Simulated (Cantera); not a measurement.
Cantera run:

```python
import numpy as np
import cantera as ct

gas_names = [...]  # 116 gases of nasa_gas.yaml made of C, H, Mg, O
cond_names = """
    C(gr) C6H6(L) C7H8(L) C8H18(L),n-octa H2O(s) H2O(L) Mg(cr) Mg(L) MgCO3(s) MgO(s) MgO(L) MgO2H2(s)
""".split()


# ... load() reads the species with a 1 bar reference pressure and builds the phases ...
atoms = {
    'Mg(OH)2': {'Mg': 1, 'O': 2, 'H': 2},
    'CO2': {'C': 1, 'O': 2},
    'H2': {'H': 2},
}
top_T = {'C(gr)': 4500}  # K; cautious upper limits of use, not melting points


# ... equilibrate(T, P, feed) seeds the gas with the atoms and calls Mixture.equilibrate('TP', solver="vcs", rtol=1e-11, max_steps=5000) ...
results = []
feed = {'Mg(OH)2': 1, 'CO2': 0.044, 'H2': 0.47}  # mol
T = 2200  # K
P = 101325  # Pa
mix = equilibrate(T, P, feed)
results.append((T, P, feed, dict(zip(mix.species_names, mix.species_moles))))
x = sorted(zip(gas.X, gas.species_names), reverse=True)
print(f"T = {T:g} K  P = {P:g} Pa  gas = {mix.phase_moles(0):.4g} mol")
print("   x: " + "  ".join(f"{s} {v:.3e}" for v, s in x if v > 1e-05))
print("   condensed (mol): " + ("  ".join(f"{mix.phase(i).name} {mix.phase_moles(i):.4g}"
      for i in range(1, mix.n_phases) if mix.phase_moles(i) > 1e-12) or "none"))
```

Output:

```
T = 2200 K  P = 101325 Pa  gas = 1.517 mol
   x: H2O 6.781e-01  H2 2.886e-01  CO 2.007e-02  CO2 8.929e-03  H 3.006e-03  OH 9.856e-04  MgO2H2 1.139e-04  Mg 8.510e-05  MgOH 5.009e-05
   condensed (mol): MgO(s) 0.9996
```

Cantera equilibrium calculation (NASA polynomials, part measured and part estimated; ideal gas, pure solids and liquids).
